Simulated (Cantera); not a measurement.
## Low-pressure radical oxidation in H2/O2

An isothermal, constant-pressure homogeneous reactor starts with H2 : O2 = 0.13 : 1 (molar parts), at 1400 K and 0.0330 bar.

Model: GRI-Mech 3.0 (53 species, 325 reactions), integrated in Cantera. Radical loss at walls, strong at low pressure, is not modelled. The temperature is held fixed by assumption; the heat of reaction is taken as removed at once.

```csv
t (s),x H2,x O2,x H,x HO2,x OH,x H2O,x H2O2
2.00e-5,0.115,0.885,9.61e-8,1.18e-7,6.92e-8,5.86e-8,1.22e-10
5.22e-5,0.115,0.885,6.11e-7,3.09e-7,5.74e-7,1.01e-6,8.12e-10
0.000136,0.115,0.885,4.63e-5,9.55e-7,4.54e-5,0.000102,5.43e-9
0.000356,0.00881,0.807,0.0266,9.66e-6,0.0149,0.0856,4.11e-7
0.000928,0.00356,0.807,0.0207,9.30e-6,0.0114,0.0962,2.93e-7
0.00242,0.00289,0.823,0.0143,9.13e-6,0.0104,0.102,2.93e-7
0.00632,0.00166,0.847,0.00586,8.08e-6,0.00796,0.111,2.66e-7
0.0165,0.000526,0.868,0.000992,5.07e-6,0.00452,0.118,1.79e-7
0.0431,0.000103,0.876,8.41e-5,1.83e-6,0.00201,0.121,8.38e-8
0.112,1.88e-5,0.877,6.59e-6,4.89e-7,0.000862,0.122,3.26e-8
0.294,4.07e-6,0.878,6.70e-7,1.57e-7,0.000403,0.122,1.22e-8
0.766,1.10e-6,0.878,9.45e-8,1.01e-7,0.000210,0.122,4.89e-9
2.00,4.29e-7,0.878,2.32e-8,1.15e-7,0.000131,0.122,2.67e-9
```
x: mole fraction; the columns are a selection and need not sum to one.

Equilibrium at this temperature and pressure: H2 3.26e-7, O2 0.878, H 1.54e-8, HO2 1.24e-7, OH 0.000114, H2O 0.122, H2O2 2.32e-9 (gas phase only).
